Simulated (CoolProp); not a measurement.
The fluid at 293.15 K and 3.07 MPa flows at 0.25 m/s in a round tube of 6 mm bore and 15 µm roughness, fully developed (64/Re and Nu = 3.66 if laminar; Colebrook and Gnielinski if turbulent). The same conditions are run with several fluids, on thermodynamics alone (safety and materials aside).

Model: reference Helmholtz-energy equation of state of each fluid (sulfur hexafluoride: Guder 2009; CH2F2 (R32): Tillner-Roth 1997; n-pentane: Thol 2019; R125: Lemmon 2005; R404A: Lemmon 2003), in CoolProp. Blends and air are pseudo-pure fits.

Q: Rank sulfur hexafluoride, CH2F2 (R32), n-pentane, R125, R404A by Reynolds number, highest first.

A: sulfur hexafluoride (15600), CH2F2 (R32) (12100), R125 (11500), R404A (11400), n-pentane (4790)

```tsv
fluid	Darcy friction factor	pressure drop (Pa/m)	heat-transfer coefficient (W/(m² K))	mass flow (kg/h)
sulfur hexafluoride	0.0319	236	855	36.2
CH2F2 (R32)	0.0332	171	1330	25.2
n-pentane	0.0405	133	617	16.0
R125	0.0336	217	774	31.6
R404A	0.0336	190	817	27.6
```

Transport values come from each fluid's own correlations; those of CH2F2 (R32), n-pentane are estimates that may be off by 10 % or more.
